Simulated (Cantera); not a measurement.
A closed system holds: 1 mol Cu2O, 6.8 mol CO, at 360 Torr.

Method: chemical equilibrium by Gibbs-energy minimisation in Cantera with the NASA 1993 tables (ideal gas, pure condensed phases). Candidate condensed phases: C, Cu, CuO, Cu2O; 15 gas species. The numbers say what is thermodynamically allowed, not how fast it happens. All values below are at 1975 K.

Base state: CO 0.847, CO2 0.146, Cu 0.00709, Cu2 2.69e-5 (mole fractions); condensed: Cu(l).

Problem. What changes in the equilibrium state with this change: pressure from 360 Torr to 1.00 Torr?

Solution. 
```csv
species,before,after
CO,0.847,0.659
Cu,0.00709,0.227
CO2,0.146,0.114
O,2.12e-7,7.61e-5
O2,7.09e-8,2.55e-5
Cu2,2.69e-5,7.66e-5
"Cu(l), mol",1.95,0
```
